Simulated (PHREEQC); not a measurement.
Solution (6.1 °C): 7.9 mmol/kgw CuSO4, 14 mmol/kgw H2SO4 and 2.5 mmol/kgw H3BO3. Closed to the air; pH follows from the charge balance.

Computed with PHREEQC (ion-association model, wateq4f.dat).

Each row changes one thing in this solution. No solid was allowed to form.

| case | pH | ionic strength (mol/kgw) | SO4-2 (mol/kgw) | HSO4- (mol/kgw) | CuSO4 (mol/kgw) | CuOH+ (mol/kgw) | SI of Chalcanthite (CuSO4:5H2O) | SI of Tenorite (CuO) |
|---|---|---|---|---|---|---|---|---|
| as made | 1.76 | 0.0478 | 0.0116 | 0.00774 | 0.00257 | 1.85e-9 | -2.12 | -7.43 |
| H2SO4 from 0.014 to 0.007 mol/kgw | 2.04 | 0.0362 | 0.00909 | 0.00340 | 0.00240 | 3.77e-9 | -2.15 | -6.84 |
| temperature from 6.1 to 70 °C | 1.91 | 0.0381 | 0.00630 | 0.0134 | 0.00218 | 2.72e-9 | -2.58 | -4.90 |
| H2SO4 from 0.014 to 0.028 mol/kgw | 1.49 | 0.0693 | 0.0155 | 0.0177 | 0.00272 | 9.07e-10 | -2.10 | -8.03 |
| temperature from 6.1 to 50 °C | 1.85 | 0.0410 | 0.00802 | 0.0115 | 0.00242 | 2.31e-9 | -2.43 | -5.63 |

Complexes and solids missing from the database can't appear. Away from 25 °C the constants follow the database's enthalpies or fits; those with neither stay at their 25 °C values.
